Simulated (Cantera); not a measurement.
Input: 1 mol Zr, 0.58 mol O₂, 27 mol N₂, held at 775 K and 1050 Torr.

Equilibrium computed with Cantera from the NASA thermochemical tables; the gas is ideal and each condensed phase is pure. Candidate condensed phases: Zr, ZrN, ZrO₂; 13 gas species. ZrN: taken at fixed stoichiometry. Condensed phases not in the tables: solid solutions among these carbides, nitrides and lower oxides. Kinetics and transport are ignored.

Base state: N₂ 1.00 (mole fractions); condensed: ZrN(s) + ZrO₂(monoclinic).

Q: What changes in the equilibrium state with this change: Zr replaced by V?

A: 
```tsv
species	before	after
N₂	1.00	1.00
ZrN(s), mol	0.420	0
ZrO₂(monoclinic), mol	0.580	0
VN(s), mol	0	0.227
V₂O₃(s), mol	0	0.387
```
VN: taken at fixed stoichiometry. Condensed phases not in the tables: the oxides between V₂O₃ and V₂O₅ other than VO₂, V₂N. Further candidate phases: V, VN, VO, V₂O₃, V₂O₄, V₂O₅.

Q: What changes in the equilibrium state with this change: Zr replaced by Cr?

A: 
```
species                before  after
---------------------  ------  -----
N₂                       1.00   1.00
ZrN(s), mol             0.420      0
ZrO₂(monoclinic), mol   0.580      0
CrN(s), mol                 0  0.227
Cr₂O₃(s), mol               0  0.387
```
Further candidate phases: Cr, CrN, Cr₂N, Cr₂O₃.
